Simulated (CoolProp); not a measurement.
Saturation properties of sulfur dioxide (Tc = 430.6 K, pc = 78.87 bar, ω = 0.256).

The numbers come from the reference Helmholtz-energy equation of state, Gao 2016 in CoolProp.

```tsv
T (K)	p (bar)	liquid cp (kJ/(kg K))	vapour Z
337.7	12.39	1.487	[?]
345.2	14.92	1.517	0.8320
352.6	17.77	1.553	0.8109
360.1	[?]	1.597	0.7877
367.6	24.76	1.651	0.7625
375	[?]	1.720	0.7353
382.5	33.55	[?]	0.7052
389.9	[?]	1.931	0.6724
397.4	44.47	[?]	0.6353
404.9	[?]	2.387	0.5931
412.3	57.91	2.890	[?]
419.8	65.80	4.136	0.4830
```

Question: Complete the blanks.

Answer: 
- 337.7, vapour Z: 0.8517
- 360.1, p (bar): 21.05
- 375, p (bar): 28.88
- 382.5, liquid cp (kJ/(kg K)): 1.810
- 389.9, p (bar): 38.69
- 397.4, liquid cp (kJ/(kg K)): 2.108
- 404.9, p (bar): 50.90
- 412.3, vapour Z: 0.5445

It boils at 263.1 K under 1 atm.
